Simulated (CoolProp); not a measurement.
Properties of fluorine along the isobar 74.2 bar.

Computed with CoolProp (reference Helmholtz-energy equation of state, de Reuck 1990).

```csv
T (°C),phase,density (kg/m³),Joule-Thomson coefficient (K/MPa),isothermal compressibility (1/MPa),expansivity (1/kK),fugacity coefficient
-153.85,liquid,1261,-0.06606,___,7.222,0.2088
-133.75,liquid,1029,0.5039,0.02137,15.50,0.4453
-113.75,supercritical,406.7,4.535,0.3004,___,0.6706
-93.65,supercritical,255.2,4.272,0.1838,14.24,0.7793
-73.55,supercritical,___,3.545,___,9.128,0.8457
-53.45,supercritical,___,2.940,0.1489,6.924,0.8899
-33.35,supercritical,153.2,2.461,0.1435,5.678,0.9208
-13.35,supercritical,___,2.086,___,4.874,0.9430
6.75,supercritical,125.8,1.788,___,4.301,0.9596
26.85,supercritical,115.9,1.551,0.1367,3.870,0.9722
```

Task: Some entries are withheld; supply them.

Result: 
- -153.85, isothermal compressibility (1/MPa): 0.005332
- -113.75, expansivity (1/kK): 43.53
- -73.55, density (kg/m³): 203.6
- -73.55, isothermal compressibility (1/MPa): 0.1593
- -53.45, density (kg/m³): 173.7
- -13.35, density (kg/m³): 137.9
- -13.35, isothermal compressibility (1/MPa): 0.1402
- 6.75, isothermal compressibility (1/MPa): 0.1381
